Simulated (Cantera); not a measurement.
Feed: 1 mol S, 0.15 mol O2, at 0.00770 bar.

Cantera equilibrium calculation (NASA polynomials, part measured and part estimated; ideal gas, pure solids and liquids). Candidate condensed phases: S; 10 gas species. Equilibrium is a limit: real reactors are often held back by kinetics, nucleation or transport. All values below are at 1452 °C.

Base state: S2 0.713, SO2 0.232, SO 0.0456, S2O 0.00531, S 0.00380 (mole fractions); condensed: gas only.

Task: What changes in the equilibrium state with this change: O2 from 0.15 to 0.024 mol?

Result: 
| species | before | after |
|---|---|---|
| S2 | 0.713 | 0.938 |
| SO2 | 0.232 | 0.0357 |
| SO | 0.0456 | 0.0192 |
| S2O | 0.00531 | 0.00256 |
| S | 0.00380 | 0.00436 |
